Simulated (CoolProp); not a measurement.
Vapour-liquid equilibrium of propane (1) + isobutene (2) at 253.9 K; x and y are mole fractions of (1).

Computed with CoolProp (multi-fluid Helmholtz-energy mixture model, Lemmon 2009 and Lemmon 2005; pair parameters Bell 2016).

Q: Give the bubble pressure and the first vapour's composition at x = 0.425, 0.575, 0.8. Is there an azeotrope?

A: x = 0.425: 148.0 kPa, y = 0.733; x = 0.575: 173.3 kPa, y = 0.823; x = 0.8: 213.3 kPa, y = 0.929. No azeotrope shows between x = 0.05 and 0.95.

The pair parameters rest on a limited set of measurements; away from them the model extrapolates.
